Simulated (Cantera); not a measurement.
Charge: 1 mol SiO2, 2.5 mol CH4, 2 mol N2, 0.77 mol CO, at 0.100 bar.

Cantera equilibrium calculation (NASA polynomials, part measured and part estimated; ideal gas, pure solids and liquids). Candidate condensed phases: C, C6H6, C7H8, C8H18, H2O, Si, SiC, SiO2, Si2N2O, Si3N4; 151 gas species. The tables hold silica as quartz up to 1696 K and as liquid above; real silica turns to tridymite and cristobalite and melts near 1996 K. Equilibrium is a limit: real reactors are often held back by kinetics, nucleation or transport.

Task: At 1173 K, list the 4 most abundant gas species with their mole fractions, and the condensed phases.

Result: H2 0.642, N2 0.258, CO 0.0989, CH4 0.000803. Condensed: C(graphite) + SiO2(β-quartz).
